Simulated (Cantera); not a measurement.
A diamond (100) surface in a fixed gas of H2 with x(CH4) = 0.0044, x(H) = 0.0099, x(CH3) = 0.0017, 13.5 Torr; coverages are run to steady state.

Model: the Harris–Goodwin 1993 mechanism for the reconstructed diamond (100) surface, integrated in Cantera.

θ: site fractions in the mechanism's names (c6HH fully hydrogenated, c6H* and c6*H radical sites, c6** diradical, c6HM methylated).

```tsv
T (K)	growth (µm/h)	θ c6HH	θ c6H*	θ c6*H	θ c6**	θ c6HM
950	?	0.562	0.0123	0.292	0.00560	0.0983
1025	14.7	0.520	0.0186	0.354	0.0100	0.0686
1100	15.1	0.483	0.0262	0.415	0.0165	0.0385
1175	?	0.447	0.0349	0.469	0.0253	0.0139
1250	?	0.406	0.0435	0.506	0.0357	0.00366
1325	5.76	0.367	0.0517	0.530	0.0474	0.000892
1400	5.57	0.333	0.0595	0.544	0.0605	0.000216
```

**Question.** Fill in the missing entries.

**Answer.** 
- 950, growth (µm/h): 10.8
- 1175, growth (µm/h): 10.2
- 1250, growth (µm/h): 6.45
